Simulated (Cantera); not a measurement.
## Hydrocarbon pyrolysis for carbon deposition

An isothermal, constant-pressure homogeneous reactor starts with CH4 : H2 = 1 : 1.9 (molar parts), at 1398 K and 1.01 bar.

Model: GRI-Mech 3.0 (53 species, 325 reactions), integrated in Cantera. GRI-Mech 3.0 stops at C3 and has no aromatics, soot or wall deposition, so with more carbon than oxygen in the feed, carbon stays in small species such as C2H2 where larger ones or solid carbon would form.

```tsv
t (s)	x CH4	x H2	x C2H2	x C2H	x CH3
3.00e-6	0.345	0.655	<1e-12	<1e-12	1.05e-7
1.33e-5	0.345	0.655	<1e-12	<1e-12	4.78e-7
5.91e-5	0.345	0.655	<1e-12	<1e-12	2.12e-6
0.000262	0.345	0.655	3.70e-12	<1e-12	8.87e-6
0.00116	0.345	0.655	1.79e-9	<1e-12	2.05e-5
0.00516	0.345	0.655	2.34e-7	<1e-12	2.40e-5
0.0229	0.344	0.656	1.46e-5	<1e-12	2.65e-5
0.102	0.342	0.657	0.000330	1.24e-12	2.68e-5
0.451	0.331	0.663	0.00286	1.11e-11	2.69e-5
2.00	0.296	0.685	0.0118	5.19e-11	2.73e-5
```
x: mole fraction; the columns are a selection and need not sum to one.

Equilibrium at this temperature and pressure: CH4 0.252, H2 0.712, C2H2 0.0225, C2H 1.21e-10, CH3 2.82e-5 (gas phase only).
